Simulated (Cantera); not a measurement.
Charge: 1 mol Zr, 9.5 mol N2, 5 mol N2O, equilibrated at 0.00240 bar.

Method: chemical equilibrium by Gibbs-energy minimisation in Cantera with the NASA 1993 tables (ideal gas, pure condensed phases). Candidate condensed phases: Zr, ZrN, ZrO2; 13 gas species. The numbers say what is thermodynamically allowed, not how fast it happens.

x: gas mole fraction; n: condensed amount in mol.

```tsv
T (K)	x N2	x O	x O2	x NO	x ZrO2	n ZrO2(tetragonal)	n ZrO2(s)
1823	0.904	0.000932	0.0917	0.00318	?	1.00	0
1898	0.903	0.00180	0.0908	0.00401	?	1.00	0
1973	0.902	0.00331	0.0895	0.00496	?	1.00	0
2048	0.901	0.00579	0.0876	0.00602	?	1.000	0
2123	0.898	0.00969	0.0849	0.00715	?	1.000	0
2198	0.895	0.0155	0.0811	0.00832	?	1.000	0
2273	0.891	0.0238	0.0760	0.00948	?	1.000	0
2348	0.885	0.0351	0.0693	0.0105	?	1.000	0
2423	0.878	0.0494	0.0610	0.0114	?	0.999	0
2498	0.870	0.0664	0.0514	0.0119	?	0.998	0
2573	0.861	0.0851	0.0411	0.0121	?	0.993	0
2648	0.852	0.104	0.0310	0.0117	?	0	0.980
2723	0.843	0.121	0.0221	0.0110	?	0	0.948
2798	0.833	0.134	0.0149	0.0100	?	0	0.866
```

Q: Some entries are withheld; supply them.

A: 
- 1823, x ZrO2: 1.49e-10
- 1898, x ZrO2: 1.13e-9
- 1973, x ZrO2: 7.30e-9
- 2048, x ZrO2: 4.12e-8
- 2123, x ZrO2: 2.05e-7
- 2198, x ZrO2: 9.10e-7
- 2273, x ZrO2: 3.66e-6
- 2348, x ZrO2: 1.34e-5
- 2423, x ZrO2: 4.54e-5
- 2498, x ZrO2: 0.000142
- 2573, x ZrO2: 0.000417
- 2648, x ZrO2: 0.00115
- 2723, x ZrO2: 0.00298
- 2798, x ZrO2: 0.00735
